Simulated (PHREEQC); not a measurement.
Make-up at 41 °C: 0.0044 mol HF, 0.035 mol Na2SO4 and 0.0011 mol NaCl per kg of water. It is in equilibrium with CO2 at log p = 0 (atm). Otherwise closed; pH follows from the charge balance.

Computed with PHREEQC (ion-association model, phreeqc.dat).

Precipitation was switched off in this run.

Problem. Order these S species by the share of S that they hold, largest first: HSO4-, SO4-2, NaSO4-.

Solution. SO4-2 (85 %), NaSO4- (11 %), HSO4- (3.9 %)

The pH is 3.16 and the ionic strength 0.0975 mol/kgw. At this temperature some constants are extrapolated from 25 °C, and those without enthalpy data are left unchanged.
